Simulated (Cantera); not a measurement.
## Roasting and sulfation: FeS₂ + H₂S + N₂

Input: 1 mol FeS₂, 0.48 mol H₂S, 20 mol N₂, at 20.3 Torr.

Cantera equilibrium calculation (NASA polynomials, part measured and part estimated; ideal gas, pure solids and liquids). Candidate condensed phases: Fe, FeS, FeS₂, S; 16 gas species. FeS: taken at fixed stoichiometry. Gases not in the tables: S₃ to S₇. The numbers say what is thermodynamically allowed, not how fast it happens.

```tsv
T (K)	log p N₂	log p S₂	log p H₂S	log p H₂	log p SH	log p S	log p Fe	log p H	n FeS₂(s)	n FeS(s)	n FeS(l)
700	-1.58	-5.09	-3.21	-4.79	-9.70	<-13	<-13	<-13	1.00	0	0
850	-1.59	-3.18	-3.23	-4.60	-7.66	-11.74	<-13	-12.99	0	1.00	0
1000	-1.59	-3.15	-3.32	-3.87	-6.60	-9.73	<-13	-10.58	0	1.00	0
1150	-1.59	-3.10	-3.53	-3.50	-5.88	-8.24	-13.54	-8.88	0	1.00	0
1300	-1.59	-3.06	-3.82	-3.34	-5.39	-7.08	-10.63	-7.62	0	1.00	0
1450	-1.59	-3.05	-4.13	-3.27	-5.04	-6.17	-8.32	-6.66	0	1.000	0
1600	-1.59	-3.04	-4.41	-3.25	-4.77	-5.44	-6.56	-5.89	0	0	1.000
1750	-1.59	-3.04	-4.65	-3.24	-4.56	-4.83	-5.12	-5.25	0	0	0.994
```
log p: log10 of the partial pressure in bar; n: condensed amount in mol.

At 700 K the condensed part is FeS₂(s). From 850 K to 1450 K the condensed part is FeS(s). From 1600 K to 1750 K the condensed part is FeS(l).
